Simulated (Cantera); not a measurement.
A perfectly stirred reactor is fed with CH4 : H2 : CO2 = 0.029 : 1 : 0.0096 (molar parts), at 67.5 Torr; it is held at 2175 K, and followed from long to short residence time.

Model: GRI-Mech 3.0 (53 species, 325 reactions), integrated in Cantera. GRI-Mech 3.0 stops at C3 and has no aromatics, soot or wall deposition, so with more carbon than oxygen in the feed, carbon stays in small species such as C2H2 where larger ones or solid carbon would form.

x: mole fraction; the columns are a selection and need not sum to one.

| τ (s) | x CH4 | x H2 | x CO2 | x OH | x C2H4 |
|---|---|---|---|---|---|
| 0.47 | 0.000681 | 0.957 | 1.06e-5 | … | 2.66e-6 |
| 0.23 | 0.000998 | 0.957 | 2.03e-5 | … | 3.20e-6 |
| 0.11 | 0.00150 | 0.957 | 3.93e-5 | … | 4.25e-6 |
| 0.055 | 0.00222 | 0.956 | 7.40e-5 | … | 6.11e-6 |
| 0.027 | 0.00336 | 0.956 | 0.000147 | 1.10e-5 | 9.73e-6 |
| 0.013 | 0.00516 | 0.955 | 0.000311 | 1.15e-5 | 1.69e-5 |
| 0.0065 | 0.00769 | 0.955 | 0.000642 | 1.11e-5 | 2.94e-5 |
| 0.0032 | 0.0112 | 0.954 | 0.00133 | … | 4.98e-5 |

Problem. What belongs in the gaps?

Solution. 
- 0.47, x OH: 2.83e-6
- 0.23, x OH: 4.70e-6
- 0.11, x OH: 7.13e-6
- 0.055, x OH: 9.37e-6
- 0.0032, x OH: 9.74e-6
